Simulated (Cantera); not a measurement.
An isothermal, constant-pressure homogeneous reactor starts with 21.7 % C2H6, 78.3 % N2, at 1100 K and 3900 Pa.

Cantera simulation using GRI-Mech 3.0 (53 species, 325 reactions); the numbers are that mechanism's predictions, not measurements. GRI-Mech 3.0 stops at C3 and has no aromatics, soot or wall deposition, so with more carbon than oxygen in the feed, carbon stays in small species such as C2H2 where larger ones or solid carbon would form. Radical loss at walls, strong at low pressure, is not modelled.

Question: Predict: x(C2H6) at 50.0 s; x(C2H4) at 50.0 s; x(C2H2) at 50.0 s; x(H) at 50.0 s.

Answer: 
```
Quantity                                              Value
-----------------  ----------------------------------------
x(C2H6) at 50.0 s  0.000398 (gas-phase equilibrium 5.52e-5)
x(C2H4) at 50.0 s     0.0895 (gas-phase equilibrium 0.0196)
x(C2H2) at 50.0 s     0.0666 (gas-phase equilibrium 0.0592)
x(H) at 50.0 s      5.29e-7 (gas-phase equilibrium 4.73e-8)
```
